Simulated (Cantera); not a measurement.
# Transport properties of process gases

Gas mixture: 87.5 % CO2, 12.5 % O2, at 0.474 atm, frozen composition.

Cantera's kinetic-theory transport with the Lennard-Jones parameters of GRI-Mech 3.0, ideal gas; thermal conductivity in the multicomponent form.

| T (K) | ρ (kg/m³) | cp (J/kg/K) | μ (µPa s) | λ (mW/m/K) | Pr | D (cm²/s) H | D (cm²/s) CH3 | D (cm²/s) H2 |
|---|---|---|---|---|---|---|---|---|
| 400 | 0.613 | 938.3 | 20.3 | 26.2 | 0.727 | 3.65 | 0.641 | 2.36 |
| 650 | 0.378 | 1095 | 30.3 | 45.4 | 0.730 | 8.66 | 1.52 | 5.38 |
| 900 | 0.273 | 1191 | 38.7 | 63.0 | 0.731 | 15.2 | 2.67 | 9.28 |
| 1150 | 0.213 | 1254 | 46.0 | 79.0 | 0.730 | 23.0 | 4.04 | 14.0 |
| 1400 | 0.175 | 1296 | 52.6 | 93.6 | 0.729 | 32.1 | 5.63 | 19.4 |
| 1650 | 0.149 | 1326 | 58.8 | 107 | 0.728 | 42.2 | 7.41 | 25.4 |
D: mixture-averaged diffusion coefficient of that species in the mixture.
